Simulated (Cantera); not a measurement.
A freely propagating, adiabatic, planar premixed flame of H2 : O2 : N2 = 1 : 0.5 : 1.88 (molar parts), equivalence ratio 1.0, unburnt at 450 K and 1.50 bar; unity-Lewis-number transport, grid criteria slope 0.08 and curve 0.16, no radiation.

Detailed kinetics in Cantera: the H2/O2 subset of GRI-Mech 3.0, which has no nitrogen chemistry. Unity Lewis numbers drop preferential diffusion, which matters most where H2 and H carry the flame. Burning velocities carry a grid error of a few per cent, more on coarse grids.

Q: Predict: laminar burning velocity; thermal thickness; peak x(O); peak x(H); peak x(H2O2).

A: 
```
Item                         Value
------------------------  --------
laminar burning velocity  313 cm/s
thermal thickness         0.199 mm
peak x(O)                   0.0113
peak x(H)                   0.0530
peak x(H2O2)               2.22e-5
```
